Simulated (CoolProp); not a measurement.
Saturated liquid density (kg/m³) of n-perfluorohexane: the reference equation beside estimates from Tc = 174.9 °C, pc = 17.42 bar, ω = 0.497. Rackett uses Z = 0.29056 − 0.08775 ω.

The numbers come from the reference Helmholtz-energy equation of state, Gao 2022 in CoolProp.

```csv
T (°C),reference,Rackett,van der Waals,Soave-Redlich-Kwong,Peng-Robinson
-27.25,1823,1950,1007,1571,1767
-15.85,1791,1915,[?],1549,1743
-4.45,1760,1878,974.4,1525,1718
6.95,[?],1841,957.2,1499,1690
18.35,1695,1803,939.2,1471,1661
29.75,1662,1763,920.5,1442,1629
41.15,1628,1722,900.9,[?],[?]
52.55,1593,1680,880.3,1376,1557
63.95,1556,1636,858.7,1339,1516
```

Question: What belongs in the gaps?

Answer: 
- -15.85, van der Waals: 991.0
- 6.95, reference: 1728
- 41.15, Soave-Redlich-Kwong: 1410
- 41.15, Peng-Robinson: 1594

Absolute difference from the reference over all 9 rows, mean and median: Rackett 6.2 and 6.4 %, van der Waals 44.7 and 44.7 %, Soave-Redlich-Kwong 13.5 and 13.4 %, Peng-Robinson 2.4 and 2.3 %.
